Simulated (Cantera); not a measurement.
A perfectly stirred reactor is fed with 15.4 % CO, 5.84 % H₂, 16.1 % O₂, 60.4 % N₂, 2.30 % CO₂, equivalence ratio 0.66, at 0.270 bar; it is adiabatic with a 673 K inlet, and is followed from long to short residence time, starting on the burning branch (τ in s: 0.049, 0.025, 0.013, 0.007, 0.0037, 0.0019, 0.001, 0.00053, 0.00028, 0.00015, 7.7e-05, 4e-05).

Model: GRI-Mech 3.0 (53 species, 325 reactions), integrated in Cantera.

**Question.** Predict: blow-out, bracketed by the residence times tried; x(CO) at τ = 49.0 ms; x(H₂) at τ = 49.0 ms; x(O₂) at τ = 49.0 ms; x(H) at τ = 49.0 ms; x(O) at τ = 49.0 ms; x(CO) at τ = 1.00 ms; x(H₂) at τ = 1.00 ms; x(O₂) at τ = 1.00 ms; x(H) at τ = 1.00 ms; x(O) at τ = 1.00 ms.

**Answer.** 
```json
{
  "blow_out_bracketed_by_the_residence_times_tried": "burning at 0.280 ms, out at 0.150 ms",
  "x(CO) at τ = 49.0 ms": "0.0243",
  "x(H₂) at τ = 49.0 ms": "0.00172",
  "x(O₂) at τ = 49.0 ms": "0.0699",
  "x(H) at τ = 49.0 ms": "0.00174",
  "x(O) at τ = 49.0 ms": "0.00477",
  "x(CO) at τ = 1.00 ms": "0.0595",
  "x(H₂) at τ = 1.00 ms": "0.00533",
  "x(O₂) at τ = 1.00 ms": "0.0846",
  "x(H) at τ = 1.00 ms": "0.0199",
  "x(O) at τ = 1.00 ms": "0.0193"
}
```
